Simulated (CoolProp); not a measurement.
The fluid at 298.15 K and 0.832 MPa (gas) is heated at constant pressure to 488.5 K. The same conditions are run with several fluids, on thermodynamics alone (safety and materials aside).

Values from CoolProp's reference Helmholtz-energy equation of state of each fluid (propylene: Lemmon 2013; R410A: Lemmon 2003; carbon monoxide: Lemmon 2006). Blends and air are pseudo-pure fits.

Task: Rank propylene, R410A, carbon monoxide by heat (kJ/kg), highest first.

Result: propylene (375), carbon monoxide (201), R410A (192)

```csv
fluid,final density (kg/m³)
propylene,8.83
R410A,15.1
carbon monoxide,5.72
```
